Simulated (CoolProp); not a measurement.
Ammonia at 269.4 K and 2.41 MPa flows at 1.9 m/s in a round tube of 20 mm bore and 15 µm roughness, fully developed (64/Re and Nu = 3.66 if laminar; Colebrook and Gnielinski if turbulent). Each further row changes one setting.

Computed with CoolProp (reference Helmholtz-energy equation of state, Gao 2020).

| case | Reynolds number | Darcy friction factor | pressure drop (Pa/m) | heat-transfer coefficient (W/(m² K)) | mass flow (kg/h) |
|---|---|---|---|---|---|
| as stated | 137000 | 0.0206 | 1200 | 12200 | 1390 |
| velocity 3.8 m/s | 274000 | 0.0196 | 4560 | 23400 | 2770 |
| diameter 40 mm | 274000 | 0.0176 | 512 | 10600 | 5540 |

Viscosity comes from a separate model (Fenghour 1995). Thermal conductivity comes from a separate model (Tufeu 1984).
